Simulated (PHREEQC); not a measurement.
Solution (10 °C): 12 mmol/kgw CsOH, 0.72 mmol/kgw H4SiO4 and 25 mmol/kgw (CH3)4NCl. Closed to the air; pH follows from the charge balance.

Computed with PHREEQC (ion-association model, wateq4f.dat).

This is a speciation only: nothing precipitates in the calculation.

Predict the pH.

pH 12.51.

In which forms is Si present?

H3SiO4- 89 %, H2SiO4-2 11 % of the Si.

Species that the database lacks are ignored. (CH3)4N+ isn't in the database: it is added as a free cation with an ion size of 4 Å. Away from 25 °C the constants follow the database's enthalpies or fits; those with neither stay at their 25 °C values.
